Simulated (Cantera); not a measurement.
A perfectly stirred reactor is fed with H2 : O2 : N2 = 1 : 1.16 : 4.37 (molar parts), equivalence ratio 0.43, at 3830 Torr; it is adiabatic with a 675 K inlet, and is followed from long to short residence time, starting on the burning branch (τ in s: 0.25, 0.099, 0.039, 0.015, 0.006, 0.0023, 0.00092, 0.00036, 0.00014, 5.6e-05).

Model: GRI-Mech 3.0 (53 species, 325 reactions), integrated in Cantera. The hydrogen kinetics of GRI-Mech 3.0 are dated; newer H2 mechanisms differ, most at raised pressure.

x: mole fraction; the columns are a selection and need not sum to one.

```tsv
τ (s)	T (K)	x H2	x O2	x N2O	x H2O2	x HO2	x NO2
0.25	1816	2.27e-5	0.109	4.41e-7	1.30e-7	1.63e-6	1.64e-7
0.099	1815	3.42e-5	0.109	5.32e-7	1.46e-7	1.85e-6	9.20e-8
0.039	1814	5.83e-5	0.109	7.25e-7	1.81e-7	2.37e-6	6.69e-8
0.015	1813	0.000107	0.109	1.09e-6	2.47e-7	3.53e-6	6.26e-8
0.0060	1811	…	0.109	…	…	…	6.67e-8
0.0023	1807	0.000365	0.109	2.17e-6	5.18e-7	1.02e-5	6.90e-8
0.00092	1801	0.000666	0.109	2.45e-6	7.47e-7	1.79e-5	6.21e-8
0.00036	1791	…	0.109	2.34e-6	…	…	…
0.00014	1773	0.00228	0.109	1.96e-6	1.55e-6	5.44e-5	3.72e-8
5.6e-5	1743	0.00413	0.109	1.52e-6	2.23e-6	8.89e-5	3.10e-8
```

Fill in the missing entries.


- 0.0060, x H2: 0.000194
- 0.0060, x N2O: 1.60e-6
- 0.0060, x H2O2: 3.52e-7
- 0.0060, x HO2: 5.75e-6
- 0.00036, x H2: 0.00123
- 0.00036, x H2O2: 1.08e-6
- 0.00036, x HO2: 3.15e-5
- 0.00036, x NO2: 4.86e-8
